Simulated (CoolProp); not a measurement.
Vapour-liquid equilibrium of R125 (1) + R1234yf (2) at -36.05 °C; x and y are mole fractions of (1).

The numbers come from the multi-fluid Helmholtz-energy mixture model, Lemmon 2005 and Lemmon 2022; pair parameters Bell 2023 in CoolProp.

Q: Give the bubble pressure and the first vapour's composition at x = 0.35, 0.75, 0.85. Is there an azeotrope?

A: x = 0.35: 1.107 bar, y = 0.549; x = 0.75: 1.511 bar, y = 0.869; x = 0.85: 1.613 bar, y = 0.926. No azeotrope shows between x = 0.05 and 0.95.

The pair parameters rest on a limited set of measurements; away from them the model extrapolates.
